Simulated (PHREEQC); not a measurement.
**Copper plating or etch bath: an equilibrium model**

Solution (20 °C): 0.00075 mol/kgw CuCl2, 0.000395 mol/kgw HBF4 and 8.5e-05 mol/kgw H3BO3. Closed to the air; pH follows from the charge balance.

Equilibrium calculation in PHREEQC: ion-association model, wateq4f.dat.

This is a speciation only: nothing precipitates in the calculation.

Question: What pH, ionic strength does the model give?

Answer: pH 3.12; ionic strength 0.00302 mol/kgw.

Question: In which forms is B present?

Answer: H3BO3 95 %, BF4- 2.2 %, BF2(OH)2- 1.6 %, BF3OH- 1.0 % of the B.

Real BF4- forms and hydrolyses slowly; the run takes it at equilibrium.
